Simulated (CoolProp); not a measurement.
n-octane along the isobar 17.1 bar: fugacity coefficient from the reference equation and from simpler models built on Tc = 295.6 °C, pc = 24.84 bar, ω = 0.398; each cubic takes its own stable root.

The numbers come from the reference Helmholtz-energy equation of state, Beckmüller 2019 in CoolProp.

| T (°C) | phase | reference | van der Waals | Peng-Robinson |
|---|---|---|---|---|
| -47.05 | liquid | 4.269e-6 | [?] | 5.555e-6 |
| -12.95 | liquid | 9.930e-5 | [?] | 0.0001136 |
| 21.15 | liquid | 0.0009821 | 0.05870 | 0.001049 |
| 55.25 | liquid | 0.005488 | 0.1107 | 0.005661 |
| 89.35 | liquid | [?] | 0.1842 | [?] |
| 123.45 | liquid | 0.05792 | 0.2788 | 0.05851 |
| 157.45 | liquid | [?] | [?] | 0.1325 |
| 191.55 | liquid | 0.2524 | 0.5204 | 0.2552 |
| 225.65 | liquid | 0.4263 | 0.6579 | [?] |
| 259.75 | liquid | [?] | 0.7589 | 0.6480 |

Problem. Complete the blanks.

Solution. 
- -47.05, van der Waals: 0.009041
- -12.95, van der Waals: 0.02614
- 89.35, reference: 0.02059
- 89.35, Peng-Robinson: 0.02091
- 157.45, reference: 0.1311
- 157.45, van der Waals: 0.3920
- 225.65, Peng-Robinson: 0.4307
- 259.75, reference: 0.6458

At some of these states van der Waals gives the other phase, because its saturation line lies elsewhere.
